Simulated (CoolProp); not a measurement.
Vapour-liquid equilibrium of CHF3 (R23) (1) + C2F6 (R116) (2) at -51.35 °C; x and y are mole fractions of (1).

Computed with CoolProp (multi-fluid Helmholtz-energy mixture model, Penoncello 2003 and Lemmon 2006; pair parameters Bell 2016).

Problem. Give the bubble pressure and the first vapour's composition at x = 0.15, 0.55, 0.85. Is there an azeotrope?

Solution. x = 0.15: 4.740 bar, y = 0.328; x = 0.55: 5.635 bar, y = 0.580; x = 0.85: 5.348 bar, y = 0.757. y crosses x between x = 0.55 and 0.65: the model has an azeotrope there.

The pair parameters rest on a limited set of measurements; away from them the model extrapolates.
